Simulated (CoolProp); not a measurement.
A simple Rankine cycle with R22: condensing at 295.15 K, boiler at 3.68 MPa, turbine inlet 499 K, turbine efficiency 0.8, pump efficiency 0.7, no recuperator. Each further row changes one setting.

Computed with CoolProp (reference Helmholtz-energy equation of state, Kamei 1995).

| case | thermal efficiency (%) | net work (kJ/kg) | heat in (kJ/kg) | turbine exit temperature (K) | volume ratio over the turbine |
|---|---|---|---|---|---|
| as stated | 12.2 | 40.9 | 336 | 431.6 | 3.48 |
| condensing temperature 287.15 K | 13.8 | 47.7 | 346 | 421.6 | 4.29 |
| boiler pressure 2.58 MPa | 9.3 | 32.0 | 342 | 450.4 | 2.49 |
| turbine efficiency 0.7 | 10.5 | 35.4 | 336 | 438.3 | 3.54 |
